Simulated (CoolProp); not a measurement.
Vapour pressure (kPa) of carbon monoxide: the reference equation beside estimates from Tc = 132.9 K, pc = 3498 kPa, ω = 0.050. Clausius-Clapeyron is anchored at 89.9 K with a constant enthalpy of vaporisation of 5.669 kJ/mol.

Model: reference Helmholtz-energy equation of state, Lemmon 2006, in CoolProp. It is a short technical equation, of lower accuracy than the large ones.

```csv
T (K),reference,Lee-Kesler,Clausius-Clapeyron,van der Waals,Redlich-Kwong,Soave-Redlich-Kwong,Peng-Robinson
82.3,109.2,109.2,117.3,364.4,99.37,108.7,111.0
86.1,163.6,163.7,169.1,467.5,154.0,163.1,165.3
89.9,236.3,236.6,236.3,588.5,228.2,236.1,237.9
93.7,330.7,331.1,321.4,728.4,325.7,331.2,332.0
97.5,450.3,450.8,426.8,888.5,450.1,451.9,451.3
101.3,598.6,599.1,554.8,1070,605.0,602.1,599.6
105.1,779.4,779.5,707.7,1273,793.8,785.6,780.7
108.9,996.4,995.7,887.5,1499,1020,1006,998.6
112.7,1254,1252,1096,1749,1287,1268,1258
116.5,1555,1552,1335,2023,1597,1574,1562
120.3,1906,1902,1606,2323,1954,1929,1916
124.1,2311,2308,1911,2648,2360,2337,2324
127.9,2777,2776,2249,2999,2818,2801,2791
```

Absolute difference from the reference over all 13 rows, mean and median: Lee-Kesler 0.1 and 0.1 %, Clausius-Clapeyron 9.6 and 9.2 %, van der Waals 84.0 and 63.3 %, Redlich-Kwong 2.8 and 2.4 %, Soave-Redlich-Kwong 0.7 and 0.8 %, Peng-Robinson 0.5 and 0.5 %.
